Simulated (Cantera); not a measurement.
## CuO + H₂ + N₂ + O₂ (hydrogen reduction and annealing atmospheres)

Charge: 1 mol CuO, 7.8 mol H₂, 36 mol N₂, 0.042 mol O₂, at 1.80 bar.

Method: chemical equilibrium by Gibbs-energy minimisation in Cantera with the NASA 1993 tables (ideal gas, pure condensed phases). Candidate condensed phases: Cu, CuO, Cu(OH)₂, Cu₂O, H₂O; 27 gas species. The numbers say what is thermodynamically allowed, not how fast it happens.

From 1100 K to 1300 K the condensed part is Cu(s). From 1400 K to 1700 K the condensed part is Cu(l).

```csv
T (K),x N₂,x H₂,x H₂O,x Cu,x H,x NH₃,x OH,x Cu₂,n Cu(s),n Cu(l)
1100,0.822,0.153,0.0247,3.31e-10,7.55e-9,3.11e-5,5.43e-12,<1e-12,1.00,0
1200,0.822,0.153,0.0247,6.82e-9,5.76e-8,1.87e-5,7.43e-11,<1e-12,1.00,0
1300,0.822,0.153,0.0247,8.76e-8,3.23e-7,1.22e-5,6.81e-10,7.20e-12,1.000,0
1400,0.822,0.153,0.0247,7.49e-7,1.42e-6,8.38e-6,4.55e-9,1.46e-10,0,1.000
1500,0.822,0.153,0.0247,4.57e-6,5.14e-6,6.07e-6,2.37e-8,1.79e-9,0,1.000
1600,0.822,0.153,0.0247,2.21e-5,1.59e-5,4.57e-6,1.00e-7,1.58e-8,0,0.999
1700,0.822,0.153,0.0247,8.82e-5,4.30e-5,3.56e-6,3.59e-7,1.07e-7,0,0.996
```
x: gas mole fraction; n: condensed amount in mol.
